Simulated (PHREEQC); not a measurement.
Solution (20 °C): 0.068 mol NH4Cl, 0.00086 mol NH3 and 6.5e-05 mol KCl per kg of water. Closed to the air; pH follows from the charge balance.

All values are PHREEQC results (ion-association model, phreeqc.dat), not measurements.

```tsv
quantity	before	after
pH	7.62	9.10
ionic strength (mol/kgw)	0.0681	0.0771
NH3 (mol/kgw)	0.000860	0.0188
SI of Sylvite (KCl)	-6.43	-6.44
```

Which change was made?
A) NH3 from 0.00086 to 0.000946 mol/kgw
B) NH3 left out
C) temperature from 20 to 5 °C
D) 0.009 mol/kgw Ca(OH)2 added
E) KCl from 6.5e-05 to 1.3e-05 mol/kgw

D, 0.009 mol/kgw Ca(OH)2 added

Precipitation was switched off in this run.
